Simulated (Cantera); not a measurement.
Feed: 1 mol CuO, 2.6 mol CH4, 2.4 mol N2, held at 2073.15 K and 8.20 bar.

Equilibrium computed with Cantera from the NASA thermochemical tables; the gas is ideal and each condensed phase is pure. Candidate condensed phases: C, C6H6, C7H8, C8H18, Cu, CuO, Cu(OH)2, Cu2O, H2O; 139 gas species. Kinetics and transport are ignored.

Base state: H2 0.597, N2 0.275, CO 0.116, HCN 0.00788, CH4 0.00103, Cu 0.00101, C2H2 (acetylene) 0.000732, H 0.000710 (mole fractions); condensed: C(graphite) + Cu(l).

Problem. What changes in the equilibrium state with this change: CuO replaced by PbO?

Solution. 
```json
[
 {"species": "H2", "before": "0.597", "after": "0.536"},
 {"species": "N2", "before": "0.275", "after": "0.246"},
 {"species": "CO", "before": "0.116", "after": "0.104"},
 {"species": "Pb", "before": "0", "after": "0.104"},
 {"species": "Cu", "before": "0.00101", "after": "0"},
 {"species": "Pb2", "before": "0", "after": "0.000372"},
 {"species": "H2O", "before": "5.04e-5", "after": "4.05e-5"},
 {"species": "C(graphite), mol", "before": "1.51", "after": "1.51"},
 {"species": "Cu(l), mol", "before": "0.991", "after": "0"}
]
```
Further candidate phases: Pb, PbO, PbO2, Pb3O4.
